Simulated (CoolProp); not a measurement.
Properties of isobutene along the isotherm 550 K.

Model: reference Helmholtz-energy equation of state, Lemmon 2005, in CoolProp. It is a short technical equation, of lower accuracy than the large ones.

```
p (kPa)          phase       Z  cp (kJ/(kg K))  cv (kJ/(kg K))  fugacity coefficient
-------  -------------  ------  --------------  --------------  --------------------
63.5               gas  0.9978           2.489           2.339                0.9978
103                gas  0.9965           2.490           2.339                0.9965
166                gas  0.9943           2.492           2.340                0.9943
268                gas  0.9908           2.496           2.340                0.9908
433                gas  0.9851           2.502           2.342                0.9852
699                gas  0.9759           2.512           2.344                0.9762
1130               gas  0.9609           2.529           2.348                0.9618
1820               gas  0.9369           2.560           2.355                0.9391
2950               gas  0.8976           2.619           2.365                0.9030
4760     supercritical  0.8358           2.738           2.383                0.8481
7690     supercritical  0.7482           2.982           2.410                0.7682
12400    supercritical  0.6818           3.263           2.429                0.6683
20100    supercritical  0.7574           3.162           2.427                0.5795
```
